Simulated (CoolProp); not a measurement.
A single-stage vapour-compression cycle with propylene: evaporating at 213.15 K (dew point), condensing at 250.15 K (bubble point), superheat 2 K, subcooling 5 K, compressor efficiency 0.65, no pressure losses. Each further row changes one setting.

Computed with CoolProp (reference Helmholtz-energy equation of state, Lemmon 2013).

```csv
case,cooling COP,pressure ratio,discharge temperature (K),refrigerating effect (kJ/kg),volumetric capacity (kJ/m³)
as stated,3.36,4.94,300.6,384,514
evaporating temperature 218.15 K,4.05,3.84,292.6,390,658
condensing temperature 245.15 K,3.95,4.11,290.6,395,529
subcooling 10 K,3.45,4.94,300.6,395,529
superheat 12 K,3.31,4.94,312.0,397,506
compressor efficiency 0.55,2.84,4.94,313.5,384,514
```
